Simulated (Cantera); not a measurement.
**Equilibrium for titanium nitride, carbide and oxide coatings: Ti + O₂ + H₂**

Feed: 1 mol Ti, 0.21 mol O₂, 20 mol H₂, held at 1975 K.

Equilibrium computed with Cantera from the NASA thermochemical tables; the gas is ideal and each condensed phase is pure. Candidate condensed phases: H₂O, Ti, TiO, TiO₂, Ti₂O₃, Ti₃O₅, Ti₄O₇; 12 gas species. Mutual solubility and eutectic melting of coexisting phases are not modelled. TiO: taken at fixed stoichiometry. Condensed phases not in the tables: N, O or C dissolved in the metal. The numbers say what is thermodynamically allowed, not how fast it happens.

At 10.0 Pa the condensed part is TiO(s). From 46.0 Pa to 100000 Pa the condensed part is Ti(l) + TiO(s). The main Ti-bearing gas is Ti throughout. The share of Ti in condensed phases is highest at 100000 Pa (100.0 %) and lowest at 10.0 Pa (31.7 %).

| P (Pa) | x H₂ | x H | x Ti | x TiO | x H₂O | n TiO(s) | n Ti(l) |
|---|---|---|---|---|---|---|---|
| 10 | 0.843 | 0.126 | 0.0263 | 0.00464 | 2.75e-6 | 0.317 | 0 |
| 46 | 0.922 | 0.0613 | 0.0155 | 0.00101 | 1.11e-6 | 0.399 | 0.255 |
| 220 | 0.968 | 0.0287 | 0.00324 | 0.000211 | 1.16e-6 | 0.416 | 0.514 |
| 1000 | 0.986 | 0.0136 | 0.000712 | 4.64e-5 | 1.18e-6 | 0.419 | 0.566 |
| 4600 | 0.993 | 0.00636 | 0.000155 | 1.01e-5 | 1.19e-6 | 0.420 | 0.577 |
| 22000 | 0.997 | 0.00291 | 3.24e-5 | 2.11e-6 | 1.20e-6 | 0.420 | 0.579 |
| 100000 | 0.999 | 0.00137 | 7.12e-6 | 4.64e-7 | 1.20e-6 | 0.420 | 0.580 |
x: gas mole fraction; n: condensed amount in mol.
